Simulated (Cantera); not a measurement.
Feed: 1 mol HMDSO, 4 mol H₂O, 13 mol H₂, at 948 K and 100000 Pa.

Equilibrium computed with Cantera from the NASA thermochemical tables; the gas is ideal and each condensed phase is pure. The feed counts by its element totals alone. Kinetics and transport are ignored.

```
species                before    after
-------------------  --------  -------
H₂                      0.838    0.963
CO                     0.0223   0.0370
CH₄                     0.121  4.46e-5
H₂O                    0.0181  9.67e-6
CO₂                  0.000874  6.72e-7
C(graphite), mol         2.59     5.00
SiO₂(β-quartz), mol      2.00     2.00
```
Gas species are given as mole fractions.

Task: Which change was made?
(A) pressure from 100000 Pa to 28.0 Pa
(B) H₂O from 4 to 0.22 mol
(C) temperature from 948 K to 1925 K
(D) H₂ from 13 to 0.96 mol

Result: A, pressure from 100000 Pa to 28.0 Pa
